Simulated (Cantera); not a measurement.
Cantera run:

```python
import numpy as np
import cantera as ct

gas_names = [...]  # 110 gases of nasa_gas.yaml made of C, H, O
cond_names = """
    C(gr) C6H6(L) C7H8(L) C8H18(L),n-octa H2O(s) H2O(L)
""".split()


# ... load() reads the species with a 1 bar reference pressure and builds the phases ...
atoms = {
    'CH4': {'C': 1, 'H': 4},
    'CO2': {'C': 1, 'O': 2},
    'H2': {'H': 2},
    'H2O': {'H': 2, 'O': 1},
}
top_T = {'C(gr)': 4500}  # K; cautious upper limits of use, not melting points


# ... equilibrate(T, P, feed) seeds the gas with the atoms and calls Mixture.equilibrate('TP', solver="vcs", rtol=1e-11, max_steps=5000) ...
results = []
feed = {'CH4': 1, 'CO2': 0.13, 'H2': 0.44, 'H2O': 1.7}  # mol
P = 10000  # Pa
for T in [1300, 1450, 1600, 1750, 1900, 2050, 2200, 2350, 2500, 2650]:
    mix = equilibrate(T, P, feed)
    results.append((T, P, feed, dict(zip(mix.species_names, mix.species_moles))))

top = {s: max(r[3][s] / sum(r[3][g] for g in gas_names) for r in results) for s in gas_names}
cols = sorted((s for s in top if top[s] > 0.0001), key=lambda s: -top[s])[:9]
seen = [c for c in cond_names if any(r[3].get(c, 0) > 1e-12 for r in results)]
print("log10 of partial pressures in bar; condensed amounts in mol")
print(f"{'T/K':>10s}" + "".join(f"{s[:9]:>10s}" for s in cols + seen))
for T, P, feed, n in results:
    ng = sum(n[g] for g in gas_names)
    print(f"{T:10.4g}" + "".join(f"{np.log10(max(n[s] / ng * P / 1e5, 1e-99)):10.3f}" for s in cols)
          + "".join(f"{n.get(c, 0):10.4g}" for c in seen))
```

Output:

```
log10 of partial pressures in bar; condensed amounts in mol
       T/K        H2        CO       H2O         H       CO2        OH         O
      1300    -1.187    -1.717    -1.870    -6.549    -2.646    -9.117   -14.497
      1450    -1.190    -1.707    -1.855    -5.619    -2.748    -7.905   -12.386
      1600    -1.192    -1.700    -1.845    -4.861    -2.831    -6.921   -10.670
      1750    -1.194    -1.695    -1.839    -4.230    -2.899    -6.108    -9.248
      1900    -1.196    -1.692    -1.835    -3.698    -2.956    -5.423    -8.050
      2050    -1.198    -1.691    -1.833    -3.243    -3.003    -4.839    -7.026
      2200    -1.204    -1.691    -1.833    -2.851    -3.043    -4.336    -6.140
      2350    -1.214    -1.693    -1.838    -2.511    -3.078    -3.899    -5.366
      2500    -1.231    -1.700    -1.850    -2.215    -3.110    -3.517    -4.683
      2650    -1.262    -1.711    -1.875    -1.960    -3.143    -3.186    -4.077
```

These are equilibrium values from Cantera (NASA tables, ideal gas, pure condensed phases), not measurements of a reactor.
